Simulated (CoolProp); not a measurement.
Vapour-liquid equilibrium of n-heptane (1) + p-xylene (2) at 50.05 °C; x and y are mole fractions of (1).

Values from CoolProp's multi-fluid Helmholtz-energy mixture model, Span 2003 and Zhou 2012; pair parameters Bell 2016.

Problem. Give the bubble pressure and the first vapour's composition at x = 0.05, 0.35, 0.8. Is there an azeotrope?

Solution. x = 0.05: 5.413 kPa, y = 0.234; x = 0.35: 10.48 kPa, y = 0.716; x = 0.8: 16.35 kPa, y = 0.934. No azeotrope shows between x = 0.05 and 0.95.

The pair parameters rest on a limited set of measurements; away from them the model extrapolates.
